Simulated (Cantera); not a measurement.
Feed: 1 mol SiHCl₃, 0.62 mol N₂, held at 1650 °C and 8.50e-5 bar.

Method: chemical equilibrium by Gibbs-energy minimisation in Cantera with the NASA 1993 tables (ideal gas, pure condensed phases). Candidate condensed phases: NH₄Cl, Si, Si₃N₄; 28 gas species. The tables' values for SiCl, SiCl₃, SiN are old estimates; treat these amounts as uncertain. Equilibrium is a limit: real reactors are often held back by kinetics, nucleation or transport.

Base state: SiCl₂ 0.331, HCl 0.267, N₂ 0.218, Cl 0.113, H₂ 0.0329, H 0.0185, Si 0.0116, SiCl 0.00690 (mole fractions); condensed: gas only.

Problem. What changes in the equilibrium state with this change: SiHCl₃ replaced by Si₂Cl₆?

Solution. 
```
species   before     after
-------  -------  --------
Cl         0.113     0.431
SiCl₂      0.331     0.424
N₂         0.218     0.135
HCl        0.267         0
H₂        0.0329         0
H         0.0185         0
Si        0.0116   0.00103
SiH      1.59e-5         0
SiCl₄    7.34e-6  0.000136
```
The feed counts by its element totals alone. The tables' values for SiCl₃, SiCl are old estimates; treat these amounts as uncertain.
